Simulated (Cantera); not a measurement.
A perfectly stirred reactor is fed with 4.46 % C2H6, 20.0 % O2, 75.3 % N2, 0.196 % H2O, equivalence ratio 0.78, at 5.10 bar; it is adiabatic with a 800 K inlet, and is followed from long to short residence time, starting on the burning branch (τ in s: 0.043, 0.019, 0.0084, 0.0037, 0.0016, 0.00072, 0.00032, 0.00014, 6.2e-05, 2.7e-05, 1.2e-05).

Cantera simulation using GRI-Mech 3.0 (53 species, 325 reactions); the numbers are that mechanism's predictions, not measurements.

Predict: blow-out, bracketed by the residence times tried; x(C2H6) at τ = 43.0 ms; x(O2) at τ = 43.0 ms; x(HCN) at τ = 43.0 ms; x(H) at τ = 43.0 ms; x(HCO) at τ = 43.0 ms; x(C2H6) at τ = 0.720 ms; x(O2) at τ = 0.720 ms; x(HCN) at τ = 0.720 ms; x(H) at τ = 0.720 ms; x(HCO) at τ = 0.720 ms.


| Item | Value |
|---|---|
| blow-out, bracketed by the residence times tried | burning at 12.0 µs, the shortest tried |
| x(C2H6) at τ = 43.0 ms | 8.05e-8 |
| x(O2) at τ = 43.0 ms | 0.0412 |
| x(HCN) at τ = 43.0 ms | 1.13e-7 |
| x(H) at τ = 43.0 ms | 0.000165 |
| x(HCO) at τ = 43.0 ms | 7.47e-9 |
| x(C2H6) at τ = 0.720 ms | 3.99e-6 |
| x(O2) at τ = 0.720 ms | 0.0451 |
| x(HCN) at τ = 0.720 ms | 3.57e-7 |
| x(H) at τ = 0.720 ms | 0.000543 |
| x(HCO) at τ = 0.720 ms | 4.17e-7 |
